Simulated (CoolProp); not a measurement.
Saturated liquid density (kg/m³) of n-undecane: the reference equation beside estimates from Tc = 365.7 °C, pc = 1990 kPa, ω = 0.539. Rackett uses Z = 0.29056 − 0.08775 ω.

Computed with CoolProp (reference Helmholtz-energy equation of state, Aleksandrov 2011). It is a short technical equation, of lower accuracy than the large ones.

```
T (°C)  reference  Rackett  van der Waals  Redlich-Kwong
------  ---------  -------  -------------  -------------
217.55      578.9    610.9          313.0          446.7
233.75      562.8    592.7          304.2          430.8
250.05      545.5    573.3          294.8          413.8
266.25      527.0    552.7          284.6          395.5
282.45      506.9    530.4          273.6          375.6
298.65      484.6    505.8          261.4          353.8
314.85      459.0    478.1          247.6          329.2
331.05      428.2    445.2          231.3          300.6
```

Absolute difference from the reference over all 8 rows, mean and median: Rackett 4.7 and 4.8 %, van der Waals 46.0 and 46.0 %, Redlich-Kwong 25.8 and 25.4 %.
